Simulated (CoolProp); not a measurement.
Saturation properties of n-perfluorohexane (Tc = 174.9 °C, pc = 1.742 MPa, ω = 0.497).

Model: reference Helmholtz-energy equation of state, Gao 2022, in CoolProp.

```
T (°C)  p (MPa)  vapour density (kg/m³)  enthalpy of vaporisation (kJ/kg)  liquid cp (kJ/(kg K))
------  -------  ----------------------  --------------------------------  ---------------------
83.45    0.2283                   29.37                             76.46                  1.144
90.25    0.2753                   35.42                             74.19                  1.157
97.15    0.3301                   42.61                             71.76                  1.171
103.95   0.3920                   50.90                             69.25                  1.186
110.75   0.4623                   60.61                             66.58                  1.203
117.65   0.5430                   72.18                             63.70                  1.222
124.45   0.6327                   85.67                             60.63                  1.244
131.25   0.7334                   101.7                             57.31                  1.270
138.15   0.8479                   121.5                             53.59                  1.304
144.95   0.9741                   145.4                             49.47                  1.351
151.75    1.115                   176.0                             44.71                  1.421
158.65    1.275                   217.7                             38.88                  1.548
165.45    1.453                   279.1                             31.30                  1.858
```

It boils at 57.1 °C under 1 atm.
